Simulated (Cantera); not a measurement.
Mixture: H₂ : O₂ : N₂ = 0.67 : 0.515 : 3.09 (molar parts), at 1.20 bar, adiabatic and at constant pressure. Ignition delay is the time to a rise of 400 K.

Detailed kinetics in Cantera: the H2/O2 subset of GRI-Mech 3.0, which has no nitrogen chemistry. Where the delays flatten at high temperature, the 400 K rule measures the pace of heat release, not the induction time.

Task: Predict: delay at 1150 K; delay at 1200 K; delay at 1250 K; delay at 1300 K; delay at 1350 K; delay at 1400 K; delay at 1450 K.

Result: delay at 1150 K: 78.6 µs
delay at 1200 K: 59.8 µs
delay at 1250 K: 48.3 µs
delay at 1300 K: 40.8 µs
delay at 1350 K: 35.8 µs
delay at 1400 K: 32.6 µs
delay at 1450 K: 30.6 µs
